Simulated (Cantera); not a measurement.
An adiabatic, constant-volume homogeneous reactor starts with CO : H2 : CH4 : O2 : N2 = 1 : 0.14 : 0.61 : 2.27 : 8.52 (molar parts), equivalence ratio 0.79, at 1625 K and 2300000 Pa.

Computed with Cantera and GRI-Mech 3.0 (53 species, 325 reactions). The pressure lies above the range GRI-Mech 3.0 was tuned for (to about 10 atm). Above 3000 K some thermodynamic fits are extrapolated.

Task: Predict: time of steepest temperature rise; temperature at 0.100 s; equilibrium temperature; x(CO) at 0.100 s; x(H2) at 0.100 s; x(CH2O) at 0.100 s; x(HCN) at 0.100 s; x(H2O) at 0.100 s.

Result: 
```json
{
  "time_of_steepest_temperature_rise": "13.6 µs",
  "temperature at 0.100 s": "3106 K",
  "equilibrium_temperature": "3106 K",
  "x(CO) at 0.100 s": "0.0348 (gas-phase equilibrium 0.0348)",
  "x(H2) at 0.100 s": "0.00459 (gas-phase equilibrium 0.00459)",
  "x(CH2O) at 0.100 s": "2.81e-9 (gas-phase equilibrium 2.81e-9)",
  "x(HCN) at 0.100 s": "8.28e-9 (gas-phase equilibrium 8.28e-9)",
  "x(H2O) at 0.100 s": "0.0962 (gas-phase equilibrium 0.0962)"
}
```
